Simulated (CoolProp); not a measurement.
Saturation properties of oxygen (Tc = 154.6 K, pc = 5.046 MPa, ω = 0.022).

Values from CoolProp's reference Helmholtz-energy equation of state, Schmidt 1985.

| T (K) | p (MPa) | liquid cp (kJ/(kg K)) | surface tension (mN/m) |
|---|---|---|---|
| 111.4 | 0.5977 | 1.820 | 8.06 |
| 116.3 | 0.8194 | 1.874 | 6.95 |
| 121.3 | 1.101 | 1.949 | 5.86 |
| 126.2 | 1.440 | 2.048 | 4.82 |
| 131.1 | 1.847 | 2.190 | 3.82 |
| 136.1 | 2.341 | 2.413 | 2.85 |
| 141 | 2.912 | 2.787 | 1.95 |
| 146 | 3.593 | 3.596 | 1.11 |
| 150.9 | 4.371 | 6.441 | 0.395 |

It boils at 90.2 K under 1 atm.

Surface tension comes from a separate correlation (Mulero 2012).
